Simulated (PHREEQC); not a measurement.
Dissolve 30 mmol/kgw NH4HF2 and 5.6 mmol/kgw (NH4)2SiF6 at 25 °C. Closed to the air; pH follows from the charge balance.

All values are PHREEQC results (ion-association model, phreeqc.dat), not measurements.

```csv
quantity,before,after
pH,3.11,3.08
ionic strength (mol/kgw),0.0477,0.0478
F- (mol/kgw),0.0281,0.0283
HF (mol/kgw),0.0263,0.0263
HF2- (mol/kgw),0.00283,0.00273
NH3 (mol/kgw),2.41e-8,1.55e-8
SI of Quartz (SiO2),-6.49,-6.78
```

Question: What was changed between the two runs?
A) temperature from 25 to 10 °C
B) temperature from 25 to 20 °C
C) diluted 10-fold with water
D) NH4HF2 from 0.03 to 0.015 mol/kgw
E) (NH4)2SiF6 from 0.0056 to 0.0112 mol/kgw

Answer: B, temperature from 25 to 20 °C

Precipitation was switched off in this run. SiF6-2 is the database's only silicon fluoride.
